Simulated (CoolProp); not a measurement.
Properties of R143a along the isobar 101 kPa.

Values from CoolProp's reference Helmholtz-energy equation of state, Lemmon and Jacobsen 2000.

```csv
T (K),phase,cv (kJ/(kg K)),speed of sound (m/s),fugacity coefficient
222.3,liquid,0.8596,?,?
247.6,gas,0.7474,162.8,0.9669
272.9,gas,?,?,0.9770
298.2,gas,?,179.4,0.9833
323.5,gas,0.8866,186.8,0.9875
348.8,gas,0.9338,?,0.9904
374.1,gas,0.9797,200.7,0.9925
399.4,gas,1.024,207.2,0.9940
424.7,gas,1.066,?,0.9952
```

**Question.** Some entries are withheld; supply them.

**Answer.** 
- 222.3, speed of sound (m/s): 768.0
- 222.3, fugacity coefficient: 0.8071
- 272.9, cv (kJ/(kg K)): 0.7915
- 272.9, speed of sound (m/s): 171.4
- 298.2, cv (kJ/(kg K)): 0.8386
- 348.8, speed of sound (m/s): 193.9
- 424.7, speed of sound (m/s): 213.5
